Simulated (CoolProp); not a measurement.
Vapour pressure (bar) of n-octane: the reference equation beside estimates from Tc = 568.7 K, pc = 24.84 bar, ω = 0.398. Clausius-Clapeyron is anchored at 412.3 K with a constant enthalpy of vaporisation of 33.35 kJ/mol.

The numbers come from the reference Helmholtz-energy equation of state, Beckmüller 2019 in CoolProp.

| T (K) | reference | Clausius-Clapeyron | van der Waals | Peng-Robinson |
|---|---|---|---|---|
| 363.1 | 0.3341 | 0.3888 | 3.059 | 0.3366 |
| 379.5 | 0.5739 | 0.6268 | 3.882 | 0.5757 |
| 395.9 | 0.9344 | 0.9711 | 4.838 | 0.9349 |
| 412.3 | 1.453 | 1.453 | 5.938 | 1.452 |
| 428.7 | 2.172 | 2.108 | 7.187 | 2.171 |
| 445.1 | 3.139 | 2.976 | 8.594 | 3.139 |
| 461.5 | 4.403 | 4.099 | 10.16 | 4.411 |
| 477.9 | 6.023 | 5.524 | 11.90 | 6.044 |
| 494.3 | 8.058 | 7.297 | 13.82 | 8.101 |
| 510.7 | 10.58 | 9.470 | 15.91 | 10.65 |
| 527 | 13.64 | 12.07 | 18.18 | 13.75 |
| 543.4 | 17.38 | 15.19 | 20.64 | 17.52 |
| 559.8 | 21.92 | 18.86 | 23.30 | 22.03 |

Absolute difference from the reference over all 13 rows, mean and median: Clausius-Clapeyron 8.5 and 9.2 %, van der Waals 225.5 and 130.8 %, Peng-Robinson 0.4 and 0.3 %.
